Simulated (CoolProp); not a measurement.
Vapour-liquid equilibrium of isobutene (1) + n-octane (2) at 0.102 MPa; x and y are mole fractions of (1).

Values from CoolProp's multi-fluid Helmholtz-energy mixture model, Lemmon 2005 and Beckmüller 2019; pair parameters Bell 2016.

Task: Give the bubble temperature and the first vapour's composition at x = 0.05, 0.5, 0.65. Is there an azeotrope?

Result: x = 0.05: 366.3 K, y = 0.639; x = 0.5: 286.3 K, y = 0.995; x = 0.65: 278.3 K, y = 0.998. No azeotrope shows between x = 0.05 and 0.95.

The pair parameters rest on a limited set of measurements; away from them the model extrapolates.
